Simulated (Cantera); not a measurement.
Input (Python, Cantera):

```python
import numpy as np
import cantera as ct

gas = ct.Solution("h2o2.yaml")
gas.TPX = 350, 910000, {'H2': 1, 'O2': 0.333, 'N2': 1.25}
flame = ct.FreeFlame(gas, width=0.0085)
flame.set_refine_criteria(ratio=3, slope=0.08, curve=0.16)
flame.transport_model = "mixture-averaged"
flame.solve(loglevel=0, auto=True)
z, T = flame.grid, flame.T
thick = (T[-1] - T[0]) / np.gradient(T, z).max()
show = ['H2', 'O2', 'H2O', 'O', 'HO2', 'H']
print(f"laminar burning velocity  {flame.velocity[0] * 100:.3f} cm/s")
print(f"burnt temperature         {T[-1]:.1f} K")
print(f"thermal thickness         {thick * 1e3:.4f} mm")
print(f"grid points               {len(z)}")
z0 = z[flame.heat_release_rate.argmax()]
print(f"{'z/mm':>9s}{'T/K':>9s}{'u/(m/s)':>9s}" + "".join(f"{s:>11s}" for s in show))
rows = []
for k in (-3, -2, -1.5, -1, -0.5, -0.25, 0, 0.25, 0.5, 1, 2, 4, 8):
    zz = z0 + k * thick
    rows.append([k * thick, np.interp(zz, z, T), np.interp(zz, z, flame.velocity),
                 *(np.interp(zz, z, flame.X[gas.species_index(s)]) for s in show)])
    print(f"{rows[-1][0] * 1e3:9.3f}{rows[-1][1]:9.1f}{rows[-1][2]:9.3f}" + "".join(f"{x:11.3e}" for x in rows[-1][3:]))
```

Result:

```
laminar burning velocity  337.062 cm/s
burnt temperature         2320.0 K
thermal thickness         0.0225 mm
grid points               112
     z/mm      T/K  u/(m/s)         H2         O2        H2O          O        HO2          H
   -0.068    350.0    3.371  3.871e-01  1.289e-01  1.335e-08  6.124e-11  5.103e-10  2.416e-15
   -0.045    350.1    3.371  3.870e-01  1.290e-01  2.076e-07  7.052e-10  8.983e-09  4.205e-14
   -0.034    350.5    3.372  3.864e-01  1.291e-01  3.200e-06  7.407e-09  1.613e-07  1.491e-12
   -0.023    355.0    3.400  3.833e-01  1.297e-01  6.067e-05  9.267e-08  3.625e-06  1.388e-10
   -0.011    470.8    4.343  3.545e-01  1.331e-01  5.759e-03  7.145e-06  5.513e-04  6.157e-06
   -0.006    853.0    7.558  3.056e-01  1.216e-01  4.373e-02  2.029e-04  1.463e-03  1.708e-03
    0.000   1313.0   11.365  2.438e-01  8.987e-02  1.160e-01  1.264e-03  6.719e-04  1.107e-02
    0.006   1632.8   14.013  1.889e-01  5.152e-02  1.892e-01  2.348e-03  3.205e-04  2.330e-02
    0.011   1817.2   15.537  1.552e-01  2.518e-02  2.374e-01  2.303e-03  1.445e-04  3.048e-02
    0.023   1987.1   16.906  1.334e-01  5.889e-03  2.737e-01  1.497e-03  3.120e-05  3.120e-02
    0.045   2110.5   17.844  1.319e-01  1.094e-03  2.857e-01  7.891e-04  6.188e-06  2.325e-02
    0.090   2200.5   18.501  1.351e-01  3.578e-04  2.909e-01  3.333e-04  2.162e-06  1.461e-02
    0.180   2259.5   18.919  1.376e-01  1.235e-04  2.944e-01  1.144e-04  6.911e-07  8.371e-03
```

Model: the H2/O2 subset of GRI-Mech 3.0, which has no nitrogen chemistry, integrated in Cantera. The hydrogen kinetics of GRI-Mech 3.0 are dated; newer H2 mechanisms differ, most at raised pressure. Burning velocities carry a grid error of a few per cent, more on coarse grids.
